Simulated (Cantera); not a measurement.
A closed system holds: 1 mol Si, 2.6 mol HBr, 20 mol H2, held at 0.0100 bar.

These are equilibrium values from Cantera (NASA tables, ideal gas, pure condensed phases), not measurements of a reactor. Candidate condensed phases: Br2, Si; 19 gas species. Kinetics and transport are ignored.

### Question
What share of the Si ends up in condensed phases as a function of T (K), at 1048, 1098, 1148, 1198, 1248, 1298, 1348, 1398, 1448, 1498?

### Answer
| T (K) | Si condensed (%) | as |
|---|---|---|
| 1048 | 61.2 | Si(s) |
| 1098 | 65.2 | Si(s) |
| 1148 | 67.2 | Si(s) |
| 1198 | 67.3 | Si(s) |
| 1248 | 66.4 | Si(s) |
| 1298 | 65.3 | Si(s) |
| 1348 | 64.2 | Si(s) |
| 1398 | 63.1 | Si(s) |
| 1448 | 62.2 | Si(s) |
| 1498 | 61.4 | Si(s) |
